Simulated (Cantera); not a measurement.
Charge: 1 mol B2O3, 0.24 mol H2O, equilibrated at 1800 °C and 0.0133 bar.

Equilibrium computed with Cantera from the NASA thermochemical tables; the gas is ideal and each condensed phase is pure. Candidate condensed phases: B, B2O3, B3O3H3, H2O; 23 gas species. The numbers say what is thermodynamically allowed, not how fast it happens.

Base state: B2O3 0.625, HBO2 0.329, H2O 0.0203, BO2 0.0142, H2 0.00526, BO 0.00258, H 0.00165, OH 0.000724 (mole fractions); condensed: gas only.

Q: What changes in the equilibrium state with this change: 0.034 mol Cl2 added?

A: 
| species | before | after |
|---|---|---|
| B2O3 | 0.625 | 0.601 |
| HBO2 | 0.329 | 0.295 |
| HCl | 0 | 0.0328 |
| Cl | 0 | 0.0155 |
| BO2 | 0.0142 | 0.0260 |
| H2O | 0.0203 | 0.0170 |
| BOCl | 0 | 0.00363 |
| O2 | 0.000269 | 0.00328 |
| H2 | 0.00526 | 0.00126 |
The tables' values for BOCl are old estimates; treat these amounts as uncertain.

Q: What changes in the equilibrium state with this change: temperature from 1800 °C to 1427 °C?

A: 
| species | before | after |
|---|---|---|
| HBO2 | 0.329 | 0.586 |
| H2O | 0.0203 | 0.351 |
| B2O3 | 0.625 | 0.0587 |
| BO2 | 0.0142 | 0.000999 |
| (HBO2)3 | 1.46e-8 | 7.05e-5 |
| B2O2 | 0.000171 | 7.62e-8 |
| B2O3(l), mol | 0 | 0.869 |
